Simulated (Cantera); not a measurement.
An adiabatic, constant-volume homogeneous reactor starts with 22.7 % CH₃OH, 16.2 % O₂, 61.1 % N₂, equivalence ratio 2.1, at 1098 K and 760 Torr.

Model: GRI-Mech 3.0 (53 species, 325 reactions), integrated in Cantera. GRI-Mech 3.0 was tuned for natural gas; its chemistry of methanol as a main component is partial and can be far from experiment.

Question: Predict: time of steepest temperature rise; temperature at 0.500 s; equilibrium temperature; x(O₂) at 0.500 s; x(HO₂) at 0.500 s; x(N₂O) at 0.500 s; x(CO₂) at 0.500 s.

Answer: 
```json
{
  "time_of_steepest_temperature_rise": "50.3 ms",
  "temperature at 0.500 s": "2552 K",
  "equilibrium_temperature": "2552 K",
  "x(O₂) at 0.500 s": "4.85e-5 (gas-phase equilibrium 4.85e-5)",
  "x(HO₂) at 0.500 s": "5.88e-8 (gas-phase equilibrium 5.88e-8)",
  "x(N₂O) at 0.500 s": "2.22e-8 (gas-phase equilibrium 2.22e-8)",
  "x(CO₂) at 0.500 s": "0.0351 (gas-phase equilibrium 0.0351)"
}
```
